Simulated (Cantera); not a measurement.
A perfectly stirred reactor is fed with 4.30 % CH4, 1.63 % H2, 18.8 % O2, 70.9 % N2, 4.30 % CO2, equivalence ratio 0.50, at 1.00 bar; it is adiabatic with a 575 K inlet, and is followed from long to short residence time, starting on the burning branch (τ in s: 0.087, 0.032, 0.012, 0.0044, 0.0016, 0.00061, 0.00023, 8.4e-05, 3.1e-05, 1.1e-05, 4.3e-06).

Cantera simulation using GRI-Mech 3.0 (53 species, 325 reactions); the numbers are that mechanism's predictions, not measurements.

One state of this run: T (K) = 1579; x CH4 = 0.000206; x H2 = 0.000939; x O2 = 0.0968; x NO = 2.34e-6; x C2H = 4.26e-12; x C2H6 = 1.53e-8. x: mole fraction; the columns are a selection and need not sum to one.

Problem. Which value of τ (s) does it belong to?
A) 0.0044
B) 3.1e-5
C) 0.00023
D) 0.0016

Solution. D, 0.0016
